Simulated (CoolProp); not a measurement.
The numbers come from the reference Helmholtz-energy equation of state, Thol 2019 in CoolProp.

Q: For n-pentane, give the phase and the cp (kJ/(kg K)), conductivity (mW/(m K)), Prandtl number, fugacity coefficient at 183.65 °C and 404 kPa.

A: 
- 183.65 °C and 404 kPa: gas; cp 2.40, conductivity 34.0, Prandtl number 0.716, fugacity coefficient 0.955

Viscosity comes from a separate model (Quiñones-Cisneros 2006), older than the equation that it now runs on, and unchecked against measurements. Thermal conductivity comes from a separate model (Vassiliou 2015).
